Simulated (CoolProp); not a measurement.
Computed with CoolProp (reference Helmholtz-energy equation of state, McLinden 2020).

**Question.** Give the vapour pressure (bar), vapour density (kg/m³), enthalpy of vaporisation (kJ/kg), liquid cp (kJ/(kg K)) of saturated R1336mzz(Z) at 42.75 °C.

**Answer.** 
```tsv
T (°C)	p (bar)	vapour density (kg/m³)	enthalpy of vaporisation (kJ/kg)	liquid cp (kJ/(kg K))
42.75	1.41	9.41	160	1.26
```
